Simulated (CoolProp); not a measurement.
Computed with CoolProp (reference Helmholtz-energy equation of state, Eisenbach 2021).

Question: Give the vapour pressure (MPa), liquid density (kg/m³), enthalpy of vaporisation (kJ/kg), liquid cp (kJ/(kg K)) of saturated propylene glycol at 568.8, 579.7 K.

Answer: 
| T (K) | p (MPa) | liquid density (kg/m³) | enthalpy of vaporisation (kJ/kg) | liquid cp (kJ/(kg K)) |
|---|---|---|---|---|
| 568.8 | 1.34 | 761 | 557 | 4.06 |
| 579.7 | 1.64 | 743 | 537 | 4.16 |
